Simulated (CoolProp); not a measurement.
A single-stage vapour-compression cycle with R114: evaporating at 307.15 K (dew point), condensing at 343.15 K (bubble point), superheat 0 K, subcooling 5 K, compressor efficiency 0.85, no pressure losses. Each further row changes one setting.

Computed with CoolProp (reference Helmholtz-energy equation of state, Platzer 1990). This equation is an older, rougher fit; its heat capacities, sound speeds and derivatives of the liquid may be far off and weren't checked against measurements.

```json
[
 {"case": "as stated", "cooling COP": "6.11", "pressure ratio": "2.61", "discharge temperature (K)": "343.1", "refrigerating effect (kJ/kg)": "92.3", "volumetric capacity (kJ/m³)": "1910"},
 {"case": "evaporating temperature 312.15 K", "cooling COP": "7.41", "pressure ratio": "[?]", "discharge temperature (K)": "343.1", "refrigerating effect (kJ/kg)": "95.3", "volumetric capacity (kJ/m³)": "2280"},
 {"case": "condensing temperature 338.15 K", "cooling COP": "7.35", "pressure ratio": "2.31", "discharge temperature (K)": "338.1", "refrigerating effect (kJ/kg)": "97.6", "volumetric capacity (kJ/m³)": "2020"},
 {"case": "subcooling 10 K", "cooling COP": "[?]", "pressure ratio": "2.61", "discharge temperature (K)": "343.1", "refrigerating effect (kJ/kg)": "97.6", "volumetric capacity (kJ/m³)": "2020"},
 {"case": "superheat 10 K", "cooling COP": "6.24", "pressure ratio": "2.61", "discharge temperature (K)": "346.5", "refrigerating effect (kJ/kg)": "99.7", "volumetric capacity (kJ/m³)": "[?]"},
 {"case": "compressor efficiency 0.75", "cooling COP": "5.39", "pressure ratio": "2.61", "discharge temperature (K)": "343.1", "refrigerating effect (kJ/kg)": "92.3", "volumetric capacity (kJ/m³)": "1910"}
]
```

### Question
Complete the blanks.

### Answer

- evaporating temperature 312.15 K, pressure ratio: 2.25
- subcooling 10 K, cooling COP: 6.46
- superheat 10 K, volumetric capacity (kJ/m³): 1980

The compression ends wet for: as stated; evaporating temperature 312.15 K; condensing temperature 338.15 K; subcooling 10 K; compressor efficiency 0.75.
